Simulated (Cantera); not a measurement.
Mixture: CH₄ : O₂ : N₂ = 1 : 2 : 10.4 (molar parts), at 19.0 bar, adiabatic and at constant pressure. Ignition delay is the time to a rise of 400 K.

Model: GRI-Mech 3.0 (53 species, 325 reactions), integrated in Cantera. The pressure lies above the range GRI-Mech 3.0 was tuned for (to about 10 atm).

Task: What does this change do: O2 2 to 1.1 parts?

Result: 
```tsv
quantity	before	after
delay at 1300 K	1.01 ms	2.56 ms
delay at 1400 K	0.366 ms	0.954 ms
delay at 1500 K	0.143 ms	0.366 ms
delay at 1600 K	59.6 µs	0.144 ms
delay at 1700 K	26.3 µs	59.0 µs
apparent activation energy between 1600 and 1700 K	180 kJ/mol	200 kJ/mol
```
